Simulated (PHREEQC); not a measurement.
**Copper plating or etch bath: speciation**

A solution holds 7.1 mmol/kgw CuSO4, 27 mmol/kgw H2SO4 and 8.9 mmol/kgw FeCl3, at 70 °C. Closed to the air; pH follows from the charge balance.

Equilibrium calculation in PHREEQC: ion-association model, wateq4f.dat.

Each row changes one thing in this solution. Precipitation was switched off in this run.

```json
[
 {"case": "as made", "pH": "1.56", "ionic strength (mol/kgw)": "0.0698", "Cl- (mol/kgw)": "0.0252", "HSO4- (mol/kgw)": "0.0204", "SO4-2 (mol/kgw)": "0.00501", "FeHSO4+2 (mol/kgw)": "0.00116", "SI of Goethite (FeOOH)": "+3.04", "SI of Hematite (Fe2O3)": "+8.27"},
 {"case": "CuSO4 replaced by Na2SO4 at the same molality", "pH": "1.57", "ionic strength (mol/kgw)": "0.0670", "Cl- (mol/kgw)": "0.0262", "HSO4- (mol/kgw)": "0.0210", "SO4-2 (mol/kgw)": "0.00520", "FeHSO4+2 (mol/kgw)": "[?]", "SI of Goethite (FeOOH)": "+3.05", "SI of Hematite (Fe2O3)": "+8.28"},
 {"case": "CuSO4 left out", "pH": "1.51", "ionic strength (mol/kgw)": "0.0572", "Cl- (mol/kgw)": "0.0261", "HSO4- (mol/kgw)": "0.0164", "SO4-2 (mol/kgw)": "0.00339", "FeHSO4+2 (mol/kgw)": "0.00120", "SI of Goethite (FeOOH)": "[?]", "SI of Hematite (Fe2O3)": "+8.20"},
 {"case": "FeCl3 from 0.0089 to 0.00801 mol/kgw", "pH": "1.57", "ionic strength (mol/kgw)": "0.0677", "Cl- (mol/kgw)": "0.0227", "HSO4- (mol/kgw)": "0.0209", "SO4-2 (mol/kgw)": "0.00515", "FeHSO4+2 (mol/kgw)": "0.00104", "SI of Goethite (FeOOH)": "+3.00", "SI of Hematite (Fe2O3)": "+8.19"},
 {"case": "H2SO4 from 0.027 to 0.0243 mol/kgw", "pH": "1.60", "ionic strength (mol/kgw)": "0.0668", "Cl- (mol/kgw)": "0.0252", "HSO4- (mol/kgw)": "0.0180", "SO4-2 (mol/kgw)": "0.00479", "FeHSO4+2 (mol/kgw)": "0.00106", "SI of Goethite (FeOOH)": "+3.17", "SI of Hematite (Fe2O3)": "+8.53"},
 {"case": "0.037 mol/kgw LiOH added", "pH": "[?]", "ionic strength (mol/kgw)": "0.0829", "Cl- (mol/kgw)": "0.0257", "HSO4- (mol/kgw)": "0.0109", "SO4-2 (mol/kgw)": "0.0126", "FeHSO4+2 (mol/kgw)": "0.000276", "SI of Goethite (FeOOH)": "+4.64", "SI of Hematite (Fe2O3)": "+11.47"}
]
```

Task: Some entries are withheld; supply them.

Result: 
- CuSO4 replaced by Na2SO4 at the same molality, FeHSO4+2 (mol/kgw): 0.00114
- CuSO4 left out, SI of Goethite (FeOOH): +3.01
- 0.037 mol/kgw LiOH added, pH: 2.22

Some of these states are supersaturated (in Hematite (slow to form), Goethite (slow to form), for instance). At this temperature some constants are extrapolated from 25 °C, and those without enthalpy data are left unchanged.
